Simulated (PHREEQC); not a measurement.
Make-up at 24 °C: 0.0011 mol/kgw KHCO3, 0.0038 mol/kgw Na2B4O7 and 0.0043 mol/kgw KCl. Closed to the air; pH follows from the charge balance.

Computed with PHREEQC (ion-association model, wateq4f.dat).

The pH is 9.18, the ionic strength is 0.0131 mol/kgw and the total alkalinity is 8.70 meq/kg.

```tsv
species	molality	activity	log γ
H3BO3	0.00772	0.00774	0.001
Na+	0.00759	0.00677	-0.050
H2BO3-	0.00748	0.00662	-0.053
K+	0.00540	0.00480	-0.051
Cl-	0.00430	0.00382	-0.051
HCO3-	0.000991	0.000886	-0.048
CO3-2	9.62e-5	6.16e-5	-0.194
OH-	1.58e-5	1.40e-5	-0.051
NaCO3-	8.25e-6	7.38e-6	-0.048
NaHCO3	3.36e-6	3.37e-6	0.001
CO2	1.33e-6	1.33e-6	0.001
```

This is a speciation only: nothing precipitates in the calculation. Species that the database lacks are ignored.
